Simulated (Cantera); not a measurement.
Cantera run:

```python
import numpy as np
import cantera as ct

gas_names = """
    N N2 V VN
""".split()
cond_names = """
    V(cr) V(L) VN(s)
""".split()


# ... load() reads the species with a 1 bar reference pressure and builds the phases ...
atoms = {
    'V': {'V': 1},
    'N2': {'N': 2},
}
top_T = {'VN(s)': 2300}  # K; cautious upper limits of use, not melting points


# ... equilibrate(T, P, feed) seeds the gas with the atoms and calls Mixture.equilibrate('TP', solver="vcs", rtol=1e-11, max_steps=5000) ...
results = []
T = 2800  # K
P = 350  # Pa
for m in [0.12, 0.2, 0.35, 0.59, 1, 1.7, 2.9, 4.9, 8.3, 14, 24]:
    feed = {'V': 1, 'N2': m}  # mol
    mix = equilibrate(T, P, feed)
    results.append((T, P, feed, dict(zip(mix.species_names, mix.species_moles))))

top = {s: max(r[3][s] / sum(r[3][g] for g in gas_names) for r in results) for s in gas_names}
cols = sorted((s for s in top if top[s] > 0.001), key=lambda s: -top[s])[:6]
seen = [c for c in cond_names if any(r[3].get(c, 0) > 1e-12 for r in results)]
print("log10 of partial pressures in bar; condensed amounts in mol")
print(f"{'n(N2)':>10s}" + "".join(f"{s[:9]:>10s}" for s in cols + seen))
for T, P, feed, n in results:
    ng = sum(n[g] for g in gas_names)
    print(f"{feed['N2']:10.4g}" + "".join(f"{np.log10(max(n[s] / ng * P / 1e5, 1e-99)):10.3f}" for s in cols)
          + "".join(f"{n.get(c, 0):10.4g}" for c in seen))
```

It prints:

```
log10 of partial pressures in bar; condensed amounts in mol
     n(N2)        N2         V
      0.12    -3.426    -2.505
       0.2    -3.234    -2.535
      0.35    -3.042    -2.586
      0.59    -2.887    -2.657
         1    -2.757    -2.757
       1.7    -2.657    -2.887
       2.9    -2.585    -3.047
       4.9    -2.537    -3.227
       8.3    -2.505    -3.424
        14    -2.486    -3.632
        24    -2.474    -3.854
```

Method: chemical equilibrium by Gibbs-energy minimisation in Cantera with the NASA 1993 tables (ideal gas, pure condensed phases).
